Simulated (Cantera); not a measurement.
Feed: 1 mol Al, 0.59 mol H2O, 67 mol N2, 5.1 mol N2O, at 0.825 Torr.

Method: chemical equilibrium by Gibbs-energy minimisation in Cantera with the NASA 1993 tables (ideal gas, pure condensed phases). Candidate condensed phases: Al, AlN, Al2O3, H2O; 35 gas species. The numbers say what is thermodynamically allowed, not how fast it happens. All values below are at 925 °C.

Base state: N2 0.968, O2 0.0241, H2O 0.00792, NO 7.23e-5 (mole fractions); condensed: Al2O3(s).

Q: What changes in the equilibrium state with this change: N2O from 5.1 to 9 mol?

A: 
| species | before | after |
|---|---|---|
| N2 | 0.968 | 0.946 |
| O2 | 0.0241 | 0.0466 |
| H2O | 0.00792 | 0.00734 |
| NO | 7.23e-5 | 9.94e-5 |
| Al2O3(s), mol | 0.500 | 0.500 |
